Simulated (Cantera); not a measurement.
An adiabatic, constant-pressure homogeneous reactor starts with CH₄ : H₂ : O₂ : N₂ = 1 : 0.12 : 0.896 : 3.37 (molar parts), at 1500 K and 750 Torr.

Detailed kinetics in Cantera: GRI-Mech 3.0 (53 species, 325 reactions).

x: mole fraction; the columns are a selection and need not sum to one.

```
t (s)     T (K)     x CH₄    x H₂     x O₂    x CH₂O      x OH     x CO₂
--------  -----  --------  ------  -------  --------  --------  --------
2.00e-6    1500     0.186  0.0223    0.166   2.75e-9         …    <1e-12
4.60e-6    1500     0.186  0.0223    0.166   1.63e-8         …  1.04e-12
1.06e-5    1500     0.186  0.0223    0.166   9.68e-8         …  1.07e-11
2.43e-5    1500     0.186  0.0223    0.166   6.26e-7         …  1.49e-10
5.58e-5    1500     0.186  0.0223    0.166   4.81e-6         …   2.98e-9
0.000128   1500     0.185  0.0223    0.166   4.34e-5         …   9.09e-8
0.000295   1503     0.184  0.0223    0.166  0.000348         …   2.45e-6
0.000678   1536     0.175  0.0239    0.160   0.00192         …   3.87e-5
0.00156    2395  0.000526   0.208  1.91e-6   3.30e-6         …    0.0127
0.00358    2381   1.28e-8   0.213  2.49e-6   1.23e-8  0.000586    0.0123
0.00823    2380  7.60e-11   0.213  2.74e-6   1.21e-8  0.000612    0.0123
0.0189     2381  6.95e-11   0.213  2.76e-6   1.21e-8  0.000615    0.0123
0.0435     2381  6.75e-11   0.213  2.77e-6   1.21e-8  0.000616    0.0123
0.100      2381  6.70e-11   0.213  2.77e-6   1.21e-8  0.000616    0.0123
```

Question: Some entries are withheld; supply them.

Answer: 
- 2.00e-6, x OH: 6.22e-9
- 4.60e-6, x OH: 8.78e-9
- 1.06e-5, x OH: 1.62e-8
- 2.43e-5, x OH: 3.80e-8
- 5.58e-5, x OH: 1.07e-7
- 0.000128, x OH: 3.65e-7
- 0.000295, x OH: 1.18e-6
- 0.000678, x OH: 4.67e-6
- 0.00156, x OH: 0.000527
